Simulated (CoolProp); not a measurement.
Vapour-liquid equilibrium of R134a (1) + R141b (2) at 0.317 MPa; x and y are mole fractions of (1).

Computed with CoolProp (multi-fluid Helmholtz-energy mixture model, Tillner-Roth 1994 and Lemmon 2006; pair parameters Bell 2016).

| x | bubble temperature (°C) | y at the bubble point | dew temperature at overall composition x (°C) | liquid density (mol/L) |
|---|---|---|---|---|
| 0.05 | 57.1 | 0.302 | 67.3 | 10.04 |
| 0.125 | 43.6 | 0.562 | 64.5 | 10.37 |
| 0.2 | 34.1 | 0.701 | 61.5 | 10.63 |
| 0.275 | … | 0.781 | 58.3 | 10.86 |
| 0.35 | 22.0 | … | 54.9 | 11.06 |
| 0.425 | 18.1 | 0.867 | … | 11.24 |
| 0.5 | 15.0 | 0.892 | … | … |
| 0.575 | 12.5 | 0.912 | 42.8 | 11.58 |
| 0.65 | 10.4 | 0.928 | 37.8 | … |
| 0.725 | 8.5 | 0.943 | 32.1 | 11.91 |
| 0.8 | 6.8 | 0.957 | 25.4 | 12.09 |
| 0.875 | 5.1 | 0.972 | … | 12.27 |
| 0.95 | 3.4 | 0.988 | 7.6 | 12.47 |

Question: Complete the blanks.

Answer: 
- 0.275, bubble temperature (°C): 27.1
- 0.35, y at the bubble point: 0.832
- 0.425, dew temperature at overall composition x (°C): 51.2
- 0.5, dew temperature at overall composition x (°C): 47.2
- 0.5, liquid density (mol/L): 11.41
- 0.65, liquid density (mol/L): 11.74
- 0.875, dew temperature at overall composition x (°C): 17.2

No azeotrope shows between x = 0.05 and 0.95.

The pair parameters rest on a limited set of measurements; away from them the model extrapolates.
